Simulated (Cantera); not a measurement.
A Cantera script and what it prints.

```python
import numpy as np
import cantera as ct

gas_names = """
    C CO CO2 C2 C2O C3 C3O2 C4 C5 Cu CuO Cu2 O O2 O3
""".split()
cond_names = """
    C(gr) Cu(cr) Cu(L) CuO(s) Cu2O(s) Cu2O(L)
""".split()


# ... load() reads the species with a 1 bar reference pressure and builds the phases ...
atoms = {
    'Cu2O': {'Cu': 2, 'O': 1},
    'CO': {'C': 1, 'O': 1},
}
top_T = {'C(gr)': 4500, 'CuO(s)': 1390}  # K; cautious upper limits of use, not melting points


# ... equilibrate(T, P, feed) seeds the gas with the atoms and calls Mixture.equilibrate('TP', solver="vcs", rtol=1e-11, max_steps=5000) ...
results = []
feed = {'Cu2O': 1, 'CO': 4.5}  # mol
P = 42000  # Pa
for T in [998, 1048, 1098, 1148, 1198, 1248, 1298, 1348, 1398, 1448, 1498, 1548, 1598]:
    mix = equilibrate(T, P, feed)
    results.append((T, P, feed, dict(zip(mix.species_names, mix.species_moles))))

top = {s: max(r[3][s] / sum(r[3][g] for g in gas_names) for r in results) for s in gas_names}
cols = sorted((s for s in top if top[s] > 0.001), key=lambda s: -top[s])[:8]
seen = [c for c in cond_names if any(r[3].get(c, 0) > 1e-12 for r in results)]
print("log10 of partial pressures in bar; condensed amounts in mol")
print(f"{'T/K':>10s}" + "".join(f"{s[:9]:>10s}" for s in cols + seen))
for T, P, feed, n in results:
    ng = sum(n[g] for g in gas_names)
    print(f"{T:10.4g}" + "".join(f"{np.log10(max(n[s] / ng * P / 1e5, 1e-99)):10.3f}" for s in cols)
          + "".join(f"{n.get(c, 0):10.4g}" for c in seen))
```

It prints:

```
log10 of partial pressures in bar; condensed amounts in mol
       T/K        CO       CO2    Cu(cr)     Cu(L)
       998    -0.486    -1.030         2         0
      1048    -0.486    -1.030         2         0
      1098    -0.486    -1.030         2         0
      1148    -0.486    -1.030         2         0
      1198    -0.486    -1.030         2         0
      1248    -0.486    -1.030         2         0
      1298    -0.486    -1.030         2         0
      1348    -0.486    -1.030         2         0
      1398    -0.486    -1.030         0         2
      1448    -0.486    -1.030         0         2
      1498    -0.486    -1.030         0         2
      1548    -0.486    -1.030         0         2
      1598    -0.486    -1.030         0         2
```

Cantera equilibrium calculation (NASA polynomials, part measured and part estimated; ideal gas, pure solids and liquids).
